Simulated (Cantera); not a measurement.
Cantera with NASA thermochemical tables; ideal gases at 1 bar, condensed phases pure. Values are per mole of reaction as written; species without (g) are pure solids or liquids, kept so even where they would boil at 1 bar.

a) C + O2(g) ⇌ CO2(g)
b) 2 Pb + O2(g) ⇌ 2 PbO(g)
c) Ta + O2(g) ⇌ TaO2(g)
d) 1.143 Ti + O2(g) ⇌ 0.2857 Ti4O7
e) Zr + O2(g) ⇌ ZrO2(g)
f) 0.8 V + O2(g) ⇌ 0.4 V2O5

Order these by ΔG° at 1523 K, most negative first.

d (-705 kJ), a (-396 kJ), f (-382 kJ), e (-321 kJ), c (-242 kJ), b (-42 kJ)
